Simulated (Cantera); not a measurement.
CO + H2 + N2 (carbon deposition, reforming and gasification)

Input: 1 mol CO, 33 mol H2, 8.7 mol N2, at 79.0 bar.

Method: chemical equilibrium by Gibbs-energy minimisation in Cantera with the NASA 1993 tables (ideal gas, pure condensed phases). Candidate condensed phases: C, C6H6, C7H8, C8H18, H2O; 136 gas species. The ideal-gas law is rough above about 30 bar. Equilibrium is a limit: real reactors are often held back by kinetics, nucleation or transport.

From 425 °C to 1775 °C nothing is condensed. The main C-bearing gas is CH4 at 425 °C and CO at 1775 °C.

```json
[
 {"T (°C)": "425", "x H2": "0.620", "x N2": "0.170", "x NH3": "0.153", "x CH4": "0.0283", "x H2O": "0.0283", "x CO": "1.33e-10", "x HCN": "<1e-12"},
 {"T (°C)": "575", "x H2": "0.707", "x N2": "0.202", "x NH3": "0.0399", "x CH4": "0.0256", "x H2O": "0.0256", "x CO": "6.27e-8", "x HCN": "1.12e-10"},
 {"T (°C)": "725", "x H2": "0.727", "x N2": "0.210", "x NH3": "0.0132", "x CH4": "0.0249", "x H2O": "0.0249", "x CO": "6.48e-6", "x HCN": "1.20e-8"},
 {"T (°C)": "875", "x H2": "0.733", "x N2": "0.212", "x NH3": "0.00563", "x CH4": "0.0245", "x H2O": "0.0245", "x CO": "0.000213", "x HCN": "3.90e-7"},
 {"T (°C)": "1025", "x H2": "0.739", "x N2": "0.212", "x NH3": "0.00289", "x CH4": "0.0219", "x H2O": "0.0219", "x CO": "0.00257", "x HCN": "5.12e-6"},
 {"T (°C)": "1175", "x H2": "0.750", "x N2": "0.209", "x NH3": "0.00171", "x CH4": "0.0146", "x H2O": "0.0145", "x CO": "0.00947", "x HCN": "2.81e-5"},
 {"T (°C)": "1325", "x H2": "0.760", "x N2": "0.207", "x NH3": "0.00112", "x CH4": "0.00792", "x H2O": "0.00796", "x CO": "0.0158", "x HCN": "8.44e-5"},
 {"T (°C)": "1475", "x H2": "0.766", "x N2": "0.205", "x NH3": "0.000783", "x CH4": "0.00421", "x H2O": "0.00438", "x CO": "0.0192", "x HCN": "0.000185"},
 {"T (°C)": "1625", "x H2": "0.769", "x N2": "0.204", "x NH3": "0.000579", "x CH4": "0.00229", "x H2O": "0.00263", "x CO": "0.0209", "x HCN": "0.000332"},
 {"T (°C)": "1775", "x H2": "0.770", "x N2": "0.204", "x NH3": "0.000448", "x CH4": "0.00125", "x H2O": "0.00180", "x CO": "0.0217", "x HCN": "0.000502"}
]
```
x: gas mole fraction; nothing condenses.
